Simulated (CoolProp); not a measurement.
A closed Brayton cycle with carbon dioxide: compressor inlet 314.15 K and 7.9 MPa, high pressure 21 MPa, turbine inlet 895 K, compressor efficiency 0.89, turbine efficiency 0.93, recuperator effectiveness 0.8 (on enthalpy, no pinch check). Each further row changes one setting.

Values from CoolProp's reference Helmholtz-energy equation of state, Span 1996.

```tsv
case	thermal efficiency (%)	net work (kJ/kg)	compressor to turbine work	compressor exit (K)	turbine exit (K)
as stated	32.5	104	0.28	387.1	768.5
turbine inlet 845 K	[?]	[?]	0.30	387.1	723.0
compressor inlet 324.15 K	[?]	96.2	[?]	[?]	768.5
high pressure 17.8 MPa	[?]	89.3	[?]	374.6	789.2
recuperator effectiveness 0.5	[?]	104	0.28	387.1	768.5
```

### Question
Complete the blanks.

### Answer

- turbine inlet 845 K, thermal efficiency (%): 31.7
- turbine inlet 845 K, net work (kJ/kg): 95.2
- compressor inlet 324.15 K, thermal efficiency (%): 31.9
- compressor inlet 324.15 K, compressor to turbine work: 0.34
- compressor inlet 324.15 K, compressor exit (K): 406.3
- high pressure 17.8 MPa, thermal efficiency (%): 30.0
- high pressure 17.8 MPa, compressor to turbine work: 0.27
- recuperator effectiveness 0.5, thermal efficiency (%): 23.0
